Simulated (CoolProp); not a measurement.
Properties of R227EA along the isobar 3.73 bar (Tc = 101.8 °C, pc = 29.25 bar, ω = 0.358).

The numbers come from the reference Helmholtz-energy equation of state, Lemmon 2016 in CoolProp.

```tsv
T (°C)	phase	cv (kJ/(kg K))	Joule-Thomson coefficient (K/MPa)	expansivity (1/kK)	Prandtl number
1.35	liquid	0.7892	-0.1857	2.524	5.59
18.05	liquid	0.8156	-0.09210	2.914	4.97
34.75	gas	0.7914	18.28	4.669	0.735
51.45	gas	0.8105	14.71	4.101	0.723
68.25	gas	0.8311	12.14	3.692	0.715
84.95	gas	0.8522	10.26	3.383	0.710
101.65	gas	0.8732	8.814	3.137	0.706
118.35	gas	0.8939	7.681	2.933	0.703
135.05	gas	0.9139	6.771	2.761	0.701
151.75	gas	0.9332	6.026	2.613	0.699
168.45	gas	0.9517	5.406	2.483	0.698
185.15	gas	0.9693	4.882	2.368	0.697
201.85	gas	0.9860	4.434	2.264	0.696
```

Viscosity comes from a separate model (Huber 2003), an estimate that may be off by 10 % or more. Thermal conductivity comes from a separate model (Huber 2003), an estimate that may be off by 10 % or more.
